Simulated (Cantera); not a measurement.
A perfectly stirred reactor is fed with 15.4 % NH3, 84.6 % N2, at 503 Torr; it is held at 2375 K, and followed from long to short residence time.

Computed with Cantera and the gas-phase N/H chemistry of the illustrative SiF4/NH3 mechanism in the Surface Chemkin manual (1991). Walls and surfaces, which speed up NH3 decomposition in real reactors, are not modelled.

One state of this run: x NH3 = 0.0431; x NH2 = 0.000687; x N = 9.85e-6; x N2H4 = 1.15e-8; x N2H2 = 8.93e-7. x: mole fraction; the columns are a selection and need not sum to one.

Problem. Which value of τ (s) does it belong to?
A. 0.78
B. 0.0050
C. 0.038
D. 0.014

Solution. B, 0.0050
